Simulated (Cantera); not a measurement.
## PbCl2 + H2 (halide evaporation, hydrolysis and transport)

Input: 1 mol PbCl2, 6.7 mol H2, equilibrated at 1073 K and 100000 Pa.

Cantera equilibrium calculation (NASA polynomials, part measured and part estimated; ideal gas, pure solids and liquids). Candidate condensed phases: Pb, PbCl2; 10 gas species. The tables' values for PbCl4 are old estimates; treat these amounts as uncertain. Equilibrium is a limit: real reactors are often held back by kinetics, nucleation or transport.

x(H2): 0.779
x(HCl): 0.188
x(PbCl2): 0.0251
x(PbCl4): 0.00476
x(PbCl): 0.00361
x(Pb): 7.31e-5
n(Pb(l)): 0.743 mol
gas amount: 7.678 mol
